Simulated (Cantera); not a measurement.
Input (Python, Cantera) and output of one run.

```python
import numpy as np
import cantera as ct

gas_names = [...]  # 113 gases of nasa_gas.yaml made of C, H, O, Ta
cond_names = """
    C(gr) C6H6(L) C7H8(L) C8H18(L),n-octa H2O(s) H2O(L) Ta(cr) Ta(L) TaC(s) TaC(L) Ta2O5(s) Ta2O5(L)
""".split()


# ... load() reads the species with a 1 bar reference pressure and builds the phases ...
atoms = {
    'Ta2O5': {'Ta': 2, 'O': 5},
    'CO': {'C': 1, 'O': 1},
    'H2': {'H': 2},
}
top_T = {'C(gr)': 4500}  # K; cautious upper limits of use, not melting points


# ... equilibrate(T, P, feed) seeds the gas with the atoms and calls Mixture.equilibrate('TP', solver="vcs", rtol=1e-11, max_steps=5000) ...
results = []
feed = {'Ta2O5': 1, 'CO': 0.62, 'H2': 5.3}  # mol
P = 220  # Pa
for T in [800, 875, 950, 1025, 1100, 1175, 1250, 1325, 1400, 1475, 1550, 1625, 1700]:
    mix = equilibrate(T, P, feed)
    results.append((T, P, feed, dict(zip(mix.species_names, mix.species_moles))))
    x = sorted(zip(gas.X, gas.species_names), reverse=True)
    print(f"T = {T:g} K  P = {P:g} Pa  gas = {mix.phase_moles(0):.4g} mol")
    print("   x: " + "  ".join(f"{s} {v:.3e}" for v, s in x if v > 0.0001))
    print("   condensed (mol): " + ("  ".join(f"{mix.phase(i).name} {mix.phase_moles(i):.4g}"
          for i in range(1, mix.n_phases) if mix.phase_moles(i) > 1e-12) or "none"))
```

Output:

```
T = 800 K  P = 220 Pa  gas = 5.868 mol
   x: H2 8.940e-01  CO 9.710e-02  H2O 4.469e-03  CH4 2.364e-03  CO2 2.048e-03
   condensed (mol): C(gr) 0.02437  Ta2O5(s) 1
T = 875 K  P = 220 Pa  gas = 5.909 mol
   x: H2 8.946e-01  CO 1.036e-01  H2O 8.309e-04  CH4 7.686e-04  CO2 2.538e-04
   condensed (mol): C(gr) 0.001868  Ta2O5(s) 1
T = 950 K  P = 220 Pa  gas = 5.917 mol
   x: H2 8.950e-01  CO 1.045e-01  CH4 2.620e-04  H2O 2.166e-04
   condensed (mol): Ta2O5(s) 1
T = 1025 K  P = 220 Pa  gas = 5.919 mol
   x: H2 8.951e-01  CO 1.046e-01  H2O 1.404e-04
   condensed (mol): TaC(s) 0.0001882  Ta2O5(s) 0.9999
T = 1100 K  P = 220 Pa  gas = 5.92 mol
   x: H2 8.951e-01  CO 1.047e-01  H2O 1.816e-04
   condensed (mol): TaC(s) 0.0003318  Ta2O5(s) 0.9998
T = 1175 K  P = 220 Pa  gas = 5.92 mol
   x: H2 8.951e-01  CO 1.046e-01  H2O 2.262e-04
   condensed (mol): TaC(s) 0.0004158  Ta2O5(s) 0.9998
T = 1250 K  P = 220 Pa  gas = 5.92 mol
   x: H2 8.951e-01  CO 1.046e-01  H2O 2.734e-04
   condensed (mol): TaC(s) 0.0004965  Ta2O5(s) 0.9998
T = 1325 K  P = 220 Pa  gas = 5.92 mol
   x: H2 8.950e-01  CO 1.046e-01  H2O 3.222e-04
   condensed (mol): TaC(s) 0.000579  Ta2O5(s) 0.9997
T = 1400 K  P = 220 Pa  gas = 5.92 mol
   x: H2 8.949e-01  CO 1.046e-01  H2O 3.721e-04
   condensed (mol): TaC(s) 0.0006631  Ta2O5(s) 0.9997
T = 1475 K  P = 220 Pa  gas = 5.92 mol
   x: H2 8.947e-01  CO 1.046e-01  H2O 4.223e-04  H 2.616e-04
   condensed (mol): TaC(s) 0.000748  Ta2O5(s) 0.9996
T = 1550 K  P = 220 Pa  gas = 5.921 mol
   x: H2 8.943e-01  CO 1.046e-01  H 6.350e-04  H2O 4.725e-04
   condensed (mol): TaC(s) 0.0008327  Ta2O5(s) 0.9996
T = 1625 K  P = 220 Pa  gas = 5.923 mol
   x: H2 8.935e-01  CO 1.045e-01  H 1.422e-03  H2O 5.219e-04
   condensed (mol): TaC(s) 0.0009164  Ta2O5(s) 0.9995
T = 1700 K  P = 220 Pa  gas = 5.928 mol
   x: H2 8.920e-01  CO 1.044e-01  H 2.967e-03  H2O 5.700e-04
   condensed (mol): TaC(s) 0.0009978  Ta2O5(s) 0.9995
```

Cantera equilibrium calculation (NASA polynomials, part measured and part estimated; ideal gas, pure solids and liquids). Mutual solubility and eutectic melting of coexisting phases are not modelled. TaC: taken at fixed stoichiometry. Condensed phases not in the tables: Ta2C.
